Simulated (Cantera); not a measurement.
Charge: 1 mol C3H6, 0.025 mol O2, 1.7 mol H2, equilibrated at 44.0 mbar.

These are equilibrium values from Cantera (NASA tables, ideal gas, pure condensed phases), not measurements of a reactor. Candidate condensed phases: C, C6H6, C7H8, C8H18, H2O; 110 gas species. Equilibrium is a limit: real reactors are often held back by kinetics, nucleation or transport.

Q: At 2648 K, list the 4 most abundant gas species with their mole fractions, and the condensed phases.

A: H2 0.779, H 0.196, C2H2 (acetylene) 0.0152, CO 0.00949. Condensed: C(graphite).
